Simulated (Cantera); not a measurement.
A closed system holds: 1 mol CH3F, 0.027 mol CH4, 3.1 mol H2, 0.49 mol F2, held at 3027 °C and 1330 Pa.

These are equilibrium values from Cantera (NASA tables, ideal gas, pure condensed phases), not measurements of a reactor. Candidate condensed phases: C, C6H6, C7H8, C8H18; 95 gas species. Rates play no part.

Base state: H 0.694, HF 0.179, H2 0.0481, F 0.0262, C3 0.0216, C 0.0188, C2 0.00627, C2H 0.00330 (mole fractions); condensed: gas only.

**Question.** What changes in the equilibrium state with this change: temperature from 3027 °C to 652 °C?

**Answer.** 
```
species            before    after
----------------  -------  -------
H2                 0.0481    0.647
HF                  0.179    0.351
CH4                 <1e-9  0.00127
H                   0.694  1.81e-9
F                  0.0262    <1e-9
C3                 0.0216    <1e-9
C                  0.0188    <1e-9
C2                0.00627    <1e-9
C2H               0.00330    <1e-9
CF                0.00197    <1e-9
C(graphite), mol        0     1.02
```

**Question.** What changes in the equilibrium state with this change: pressure from 1330 Pa to 100000 Pa?

**Answer.** 
```csv
species,before,after
H2,0.0481,0.392
HF,0.179,0.304
H,0.694,0.229
C2H2 (acetylene),0.000904,0.0537
C,0.0188,0.000677
F,0.0262,0.00180
C3,0.0216,0.00565
C3H3 (propargyl),5.82e-9,2.31e-5
C6H2,5.96e-8,0.000188
C2H3 (vinyl),8.73e-9,1.28e-5
"C(graphite), mol",0,0.00337
```

**Question.** What changes in the equilibrium state with this change: temperature from 3027 °C to 2302 °C?

**Answer.** 
| species | before | after |
|---|---|---|
| H2 | 0.0481 | 0.472 |
| HF | 0.179 | 0.314 |
| H | 0.694 | 0.206 |
| C | 0.0188 | 3.40e-5 |
| C3 | 0.0216 | 0.000116 |
| F | 0.0262 | 0.000346 |
| C4 | 5.91e-5 | 9.62e-8 |
| C2 | 0.00627 | 1.08e-5 |
| C5 | 0.000124 | 4.73e-7 |
| CF | 0.00197 | 1.41e-5 |
| C(graphite), mol | 0 | 0.933 |
